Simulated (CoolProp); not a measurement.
The numbers come from the reference Helmholtz-energy equation of state, Lemmon 2006 in CoolProp. It is a short technical equation, of lower accuracy than the large ones.

For carbonyl sulfide, give the phase and the density (kg/m³), cp (kJ/(kg K)), speed of sound (m/s), Joule-Thomson coefficient (K/MPa) at 244.6 K and 83.3 bar; 244.6 K and 208 bar; 244.6 K and 375 bar.


- 244.6 K and 83.3 bar: liquid; density 1140, cp 1.19, speed of sound 979, Joule-Thomson coefficient -0.401
- 244.6 K and 208 bar: liquid; density 1160, cp 1.16, speed of sound 1040, Joule-Thomson coefficient -0.439
- 244.6 K and 375 bar: liquid; density 1190, cp 1.14, speed of sound 1120, Joule-Thomson coefficient -0.473
